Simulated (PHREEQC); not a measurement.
Make-up at 20 °C: 0.038 mol/kgw NaHCO3 and 0.0057 mol/kgw Na2B4O7. Closed to the air; pH follows from the charge balance.

The numbers come from PHREEQC with the ion-association model, phreeqc.dat.

```
quantity                   before   after
------------------------  -------  ------
pH                           8.96    9.23
ionic strength (mol/kgw)   0.0503  0.0114
H3BO3 (mol/kgw)            0.0144  0.0114
H2BO3- (mol/kgw)          0.00842  0.0114
```

**Question.** What was changed between the two runs?
A. diluted 10-fold with water
B. temperature from 20 to 15 °C
C. NaHCO3 left out
D. Na2B4O7 replaced by NaBF4 at the same molality
E. 0.0078 mol/kgw NH3 added

**Answer.** C, NaHCO3 left out

This is a speciation only: nothing precipitates in the calculation.
